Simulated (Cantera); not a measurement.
An isothermal, constant-pressure homogeneous reactor starts with H2 : O2 : N2 = 1.6 : 1 : 1.1 (molar parts), equivalence ratio 0.80, at 1375 K and 97.5 Torr.

Cantera simulation using the H2/O2 subset of GRI-Mech 3.0, which has no nitrogen chemistry; the numbers are that mechanism's predictions, not measurements. The temperature is held fixed by assumption; the heat of reaction is taken as removed at once.

One state of this run: x H2 = 1.79e-6; x O2 = 0.0689; x H2O = 0.552; x H = 1.28e-8; x HO2 = 4.49e-8; x H2O2 = 4.93e-9. x: mole fraction; the columns are a selection and need not sum to one.

Task: Which value of t (s) does it belong to?
A) 2.74
B) 0.156
C) 2.93e-5
D) 0.000122

Result: A, 2.74
